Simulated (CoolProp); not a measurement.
Model: reference Helmholtz-energy equation of state, Lemmon 2006, in CoolProp. It is a short technical equation, of lower accuracy than the large ones.

For acetone, give the phase and the density (kg/m³), speed of sound (m/s), Joule-Thomson coefficient (K/MPa), expansivity (1/kK) at 499 K and 20 MPa.


- 499 K and 20 MPa: liquid; density 576, speed of sound 601, Joule-Thomson coefficient 0.114, expansivity 2.36
